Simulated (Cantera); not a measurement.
Adiabatic ignition

An adiabatic, constant-volume homogeneous reactor starts with 3.97 % C3H8, 20.0 % O2, 75.4 % N2, 0.556 % CO2, equivalence ratio 0.99, at 1798 K and 0.197 atm.

Model: GRI-Mech 3.0 (53 species, 325 reactions), integrated in Cantera. GRI-Mech 3.0 was tuned for natural gas; its chemistry of propane as a main component is partial and can be far from experiment.

```
t (s)     T (K)  P (bar)   x C3H8    x O2     x HO2     x H2     x H2O  x CH2CO
--------  -----  -------  -------  ------  --------  -------  --------  -------
1.00e-6    1790    0.199   0.0388   0.200   2.58e-5  4.52e-5   2.99e-6  1.37e-9
5.41e-6    1758    0.197   0.0343   0.198  0.000287  0.00119  0.000440  6.03e-6
2.93e-5    1824    0.213  0.00716   0.169  0.000885   0.0182    0.0174  0.00192
0.000159   2760    0.349   <1e-12  0.0358   4.59e-6   0.0225    0.0890   <1e-12
0.000860   2824    0.355   <1e-12  0.0336   5.53e-6   0.0219    0.0921   <1e-12
0.00465    2831    0.355   <1e-12  0.0306   5.37e-6   0.0221    0.0932   <1e-12
0.0252     2831    0.355   <1e-12  0.0304   5.35e-6   0.0221    0.0932   <1e-12
0.136      2831    0.355   <1e-12  0.0304   5.35e-6   0.0221    0.0932   <1e-12
0.739      2831    0.355   <1e-12  0.0304   5.35e-6   0.0221    0.0932   <1e-12
4.00       2831    0.355   <1e-12  0.0304   5.35e-6   0.0221    0.0932   <1e-12
```
x: mole fraction; the columns are a selection and need not sum to one.

| Property | Result |
|---|---|
| time of steepest temperature rise | 46.2 µs |
| temperature at 4.00 s | 2831 K |
| equilibrium temperature | 2831 K |
| x(C3H8) at 4.00 s | <1e-12 (gas-phase equilibrium <1e-12) |
| x(O2) at 4.00 s | 0.0304 (gas-phase equilibrium 0.0304) |
| x(HO2) at 4.00 s | 5.35e-6 (gas-phase equilibrium 5.35e-6) |
